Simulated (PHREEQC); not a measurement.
Solution (25 °C): 0.13 mol/kgw NaF, 0.073 mol/kgw Na2HPO4, 0.045 mol/kgw HCl and 3.6e-05 mol/kgw KOH. Closed to the air; pH follows from the charge balance.

Model: ion-association model, wateq4f.dat, run in PHREEQC.

```yaml
pH: 6.51
ionic_strength: 0.289 mol/kgw
activity_of_water: 0.991
total_alkalinity: 28.0 meq/kg
```

```json
[
 {"species": "Na+", "molality": "0.264", "activity": "0.192", "log γ": "-0.139"},
 {"species": "F-", "molality": "0.121", "activity": "0.0822", "log γ": "-0.169"},
 {"species": "Cl-", "molality": "0.0450", "activity": "0.0308", "log γ": "-0.165"},
 {"species": "H2PO4-", "molality": "0.0449", "activity": "0.0325", "log γ": "-0.140"},
 {"species": "HPO4-2", "molality": "0.0248", "activity": "0.00647", "log γ": "-0.582"},
 {"species": "NaF", "molality": "0.00849", "activity": "0.00907", "log γ": "0.029"},
 {"species": "NaHPO4-", "molality": "0.00334", "activity": "0.00242", "log γ": "-0.140"},
 {"species": "HF", "molality": "3.60e-5", "activity": "3.84e-5", "log γ": "0.029"},
 {"species": "K+", "molality": "3.56e-5", "activity": "2.43e-5", "log γ": "-0.165"},
 {"species": "HF2-", "molality": "1.79e-5", "activity": "1.21e-5", "log γ": "-0.169"},
 {"species": "H3PO4", "molality": "1.40e-6", "activity": "1.49e-6", "log γ": "0.029"},
 {"species": "KHPO4-", "molality": "4.24e-7", "activity": "3.07e-7", "log γ": "-0.140"},
 {"species": "H+", "molality": "3.98e-7", "activity": "3.12e-7", "log γ": "-0.106"},
 {"species": "PO4-3", "molality": "1.91e-7", "activity": "9.36e-9", "log γ": "-1.310"},
 {"species": "OH-", "molality": "4.70e-8", "activity": "3.18e-8", "log γ": "-0.169"},
 {"species": "H2F2", "molality": "3.60e-9", "activity": "3.85e-9", "log γ": "0.029"}
]
```

This is a speciation only: nothing precipitates in the calculation. Species that the database lacks are ignored. H3PO4, which wateq4f.dat lacks, is added to it with the constant of phreeqc.dat.
